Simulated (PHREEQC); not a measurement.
Dissolve 7.8 mmol/kgw KOH, 6.5 mmol/kgw KNO3 and 0.4 mmol/kgw CO2 at 35 °C. Closed to the air; pH follows from the charge balance.

Equilibrium calculation in PHREEQC: ion-association model, phreeqc.dat.

Each row changes one thing in this solution. This is a speciation only: nothing precipitates in the calculation.

```json
[
 {"case": "as made", "pH": "11.47", "ionic strength (mol/kgw)": "0.0147", "CO3-2 (mol/kgw)": "0.000384", "HCO3- (mol/kgw)": "1.62e-5", "CO2 (mol/kgw)": "9.93e-11"},
 {"case": "KNO3 from 0.0065 to 0.0325 mol/kgw", "pH": "11.44", "ionic strength (mol/kgw)": "0.0407", "CO3-2 (mol/kgw)": "0.000385", "HCO3- (mol/kgw)": "1.47e-5", "CO2 (mol/kgw)": "9.00e-11"},
 {"case": "0.00075 mol/kgw HNO3 added", "pH": "11.42", "ionic strength (mol/kgw)": "0.0147", "CO3-2 (mol/kgw)": "0.000382", "HCO3- (mol/kgw)": "1.81e-5", "CO2 (mol/kgw)": "1.24e-10"},
 {"case": "CO2 from 0.0004 to 0.00036 mol/kgw", "pH": "11.48", "ionic strength (mol/kgw)": "0.0146", "CO3-2 (mol/kgw)": "0.000345", "HCO3- (mol/kgw)": "1.45e-5", "CO2 (mol/kgw)": "8.74e-11"},
 {"case": "KOH left out", "pH": "4.86", "ionic strength (mol/kgw)": "0.00651", "CO3-2 (mol/kgw)": "7.79e-11", "HCO3- (mol/kgw)": "?", "CO2 (mol/kgw)": "0.000385"},
 {"case": "CO2 from 0.0004 to 0.004 mol/kgw", "pH": "10.54", "ionic strength (mol/kgw)": "0.0173", "CO3-2 (mol/kgw)": "0.00296", "HCO3- (mol/kgw)": "0.00104", "CO2 (mol/kgw)": "5.32e-8"},
 {"case": "KNO3 replaced by K2CO3 at the same molality", "pH": "11.47", "ionic strength (mol/kgw)": "0.0274", "CO3-2 (mol/kgw)": "0.00664", "HCO3- (mol/kgw)": "?", "CO2 (mol/kgw)": "1.51e-9"}
]
```

Problem. Some entries are withheld; supply them.

Solution. 
- KOH left out, HCO3- (mol/kgw): 1.49e-5
- KNO3 replaced by K2CO3 at the same molality, HCO3- (mol/kgw): 0.000255
